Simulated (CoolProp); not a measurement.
Vapour-liquid equilibrium of R13 (1) + R113 (2) at 255.1 K; x and y are mole fractions of (1).

Computed with CoolProp (multi-fluid Helmholtz-energy mixture model, Platzer 1990 and Marx 1992; pair parameters Bell 2016). This equation is an older, rougher fit; its heat capacities, sound speeds and derivatives of the liquid may be far off and weren't checked against measurements.

```csv
x,"bubble pressure, mixture model (bar)","bubble pressure, Raoult's law (bar)","y, mixture model","y, Raoult's law"
0.05,0.8952,0.6598,0.935,0.916
0.15,2.417,1.863,0.976,0.973
0.25,3.765,3.066,0.985,0.986
0.35,4.973,4.269,0.989,0.991
0.45,6.073,5.472,0.992,0.994
0.55,7.097,6.676,0.993,0.996
0.65,8.080,7.879,0.995,0.997
0.75,9.064,9.082,0.996,0.998
0.85,10.12,10.28,0.997,0.999
0.95,11.34,11.49,0.999,1.000
```

The largest gap from Raoult's law is +35.7 % in bubble pressure, at x = 0.05. No azeotrope shows between x = 0.05 and 0.95.

Pair parameters are fitted to limited data, so mixtures are less certain than the pure fluids. The gap from Raoult's law changes sign with composition, which may be real or a fault of the pair parameters; it wasn't checked against measurements.
